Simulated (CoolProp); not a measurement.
Vapour-liquid equilibrium of R22 (1) + ethanol (2) at 2.45 bar; x and y are mole fractions of (1).

Model: multi-fluid Helmholtz-energy mixture model, Kamei 1995 and Schroeder 2014; pair parameters Bell 2016, in CoolProp.

```
x     bubble temperature, mixture model (K)  bubble temperature, Raoult's law (K)  y, mixture model  y, Raoult's law
----  -------------------------------------  ------------------------------------  ----------------  ---------------
0.05                                  339.0                                 347.4             0.755            0.667
0.2                                   285.0                                 302.9             0.987            0.966
0.35                                  268.7                                 283.8             0.996            0.991
0.5                                   262.1                                 272.6             0.998            0.997
0.65                                  259.1                                 264.8             0.999            0.999
0.8                                   257.1                                 259.0             0.999            1.000
0.95                                  254.4                                 254.5             1.000            1.000
```

The largest gap from Raoult's law is -17.9 K in bubble temperature, at x = 0.2. No azeotrope shows between x = 0.05 and 0.95.

Pair parameters are fitted to limited data, so mixtures are less certain than the pure fluids. With so large a gap from Raoult's law the liquid may split in two, which this calculation doesn't test in full.
